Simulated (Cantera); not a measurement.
A Cantera script and its output.

```python
import numpy as np
import cantera as ct

surf = ct.Interface("ptcombust.yaml", "Pt_surf")
gas = surf.adjacent["gas"]
gas.TPX = 825, 460000, {'CO': 0.003, 'O2': 0.2, 'N2': 0.79, 'H2O': 0.081}
surf.TP = 825, 460000
reactor = ct.FlowReactor(gas, clone=False)
reactor.area = 0.0001  # m2
reactor.surface_area_to_volume_ratio = 990  # 1/m
reactor.mass_flow_rate = 3.6 * reactor.area * gas.density  # inlet velocity 3.6 m/s
reactor.energy_enabled = False
wall = ct.ReactorSurface(surf, reactor, clone=False)
net = ct.ReactorNet([reactor])
net.rtol, net.atol = 1e-8, 1e-16
show, cover = ['CO', 'O2', 'H2O', 'CO2'], ['PT(S)', 'H(S)', 'O(S)', 'OH(S)', 'CO(S)', 'C(S)']

rows = []
print(f"{'z/m':>9s}{'u/(m/s)':>9s}" + "".join(f"{s:>13s}" for s in show + cover))
for z in [0.00049, 0.00086, 0.0015, 0.0027, 0.0049, 0.0086, 0.015, 0.027, 0.049]:
    net.advance(z)
    rows.append([reactor.speed, *gas[show].X, *surf[cover].coverages])
    print(f"{z:9.4g}{rows[-1][0]:9.3g}" + "".join(f"{x:13.4e}" for x in rows[-1][1:]))
```

Result:

```
      z/m  u/(m/s)           CO           O2          H2O          CO2        PT(S)         H(S)         O(S)        OH(S)        CO(S)         C(S)
  0.00049      3.6   2.7350e-03   1.8620e-01   7.5421e-02   5.8358e-05   2.1968e-02   1.9131e-08   9.6946e-01   8.0641e-03   4.8466e-04   6.2936e-17
  0.00086      3.6   2.6921e-03   1.8618e-01   7.5423e-02   1.0137e-04   2.1915e-02   1.9062e-08   9.6953e-01   8.0547e-03   4.7470e-04   6.1490e-17
   0.0015      3.6   2.6198e-03   1.8615e-01   7.5426e-02   1.7373e-04   2.1826e-02   1.8945e-08   9.6965e-01   8.0391e-03   4.5818e-04   5.9103e-17
   0.0027      3.6   2.4909e-03   1.8610e-01   7.5430e-02   3.0280e-04   2.1671e-02   1.8742e-08   9.6986e-01   8.0116e-03   4.2938e-04   5.4982e-17
   0.0049      3.6   2.2748e-03   1.8601e-01   7.5439e-02   5.1923e-04   2.1419e-02   1.8413e-08   9.7021e-01   7.9666e-03   3.8291e-04   4.8443e-17
   0.0086      3.6   1.9611e-03   1.8588e-01   7.5450e-02   8.3340e-04   2.1068e-02   1.7960e-08   9.7068e-01   7.9037e-03   3.1924e-04   3.9707e-17
    0.015      3.6   1.5318e-03   1.8571e-01   7.5467e-02   1.2633e-03   2.0617e-02   1.7383e-08   9.7130e-01   7.8219e-03   2.3865e-04   2.9029e-17
    0.027      3.6   9.8524e-04   1.8548e-01   7.5487e-02   1.8106e-03   2.0084e-02   1.6709e-08   9.7202e-01   7.7241e-03   1.4556e-04   1.7235e-17
    0.049      3.6   4.5657e-04   1.8527e-01   7.5507e-02   2.3400e-03   1.9608e-02   1.6115e-08   9.7267e-01   7.6355e-03   6.4252e-05   7.4226e-18
```

Computed with Cantera and Deutschmann's 1995 Pt surface mechanism with GRI-Mech 3.0 gas chemistry. Catalytic surfaces can have several steady states; this one follows from the mechanism file's or the stated starting coverage. Mass transfer to the wall is taken as infinitely fast.
